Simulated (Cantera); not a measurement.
Input (Python, Cantera) and output of one run.

```python
import numpy as np
import cantera as ct

gas_names = [...]  # 92 gases of nasa_gas.yaml made of C, H, N
cond_names = """
    C(gr) C6H6(L) C7H8(L) C8H18(L),n-octa
""".split()


# ... load() reads the species with a 1 bar reference pressure and builds the phases ...
atoms = {
    'toluene': {'C': 7, 'H': 8},
    'NH3': {'N': 1, 'H': 3},
    'H2': {'H': 2},
}
top_T = {'C(gr)': 4500}  # K; cautious upper limits of use, not melting points


# ... equilibrate(T, P, feed) seeds the gas with the atoms and calls Mixture.equilibrate('TP', solver="vcs", rtol=1e-11, max_steps=5000) ...
results = []
feed = {'toluene': 1, 'NH3': 0.018, 'H2': 2.2}  # mol
T = 2200  # K
P = 40  # Pa
mix = equilibrate(T, P, feed)
results.append((T, P, feed, dict(zip(mix.species_names, mix.species_moles))))
print(gas.report(threshold=0.0001))
for i in range(1, mix.n_phases):
    print(f"{mix.phase(i).name:16s} {mix.phase_moles(i):12.5e} mol")
```

It prints:

```
       temperature   2200 K
          pressure   40 Pa
           density   4.0672e-06 kg/m^3
  mean mol. weight   1.8599 kg/kmol
   phase of matter   gas

                          1 kg             1 kmol
                     ---------------   ---------------
          enthalpy        5.8559e+07        1.0891e+08  J
   internal energy        4.8724e+07        9.0623e+07  J
           entropy        1.3624e+05         2.534e+05  J/K
    Gibbs function       -2.4117e+08       -4.4856e+08  J
 heat capacity c_p             16950             31525  J/K
 heat capacity c_v             12479             23210  J/K

                      mass frac. Y      mole frac. X     chem. pot. / RT
                     ---------------   ---------------   ---------------
    C2H2,acetylene          0.026983         0.0019274           -33.843
                 H           0.13236           0.24422           -13.949
               HCN          0.011079        0.00076244           -38.001
                H2           0.81525           0.75213           -27.897
                N2          0.012821         0.0008512           -42.159
     [  +87 minor]         0.0015067        0.00010447

C(gr)             6.96617e+00 mol
```

These are equilibrium values from Cantera (NASA tables, ideal gas, pure condensed phases), not measurements of a reactor.
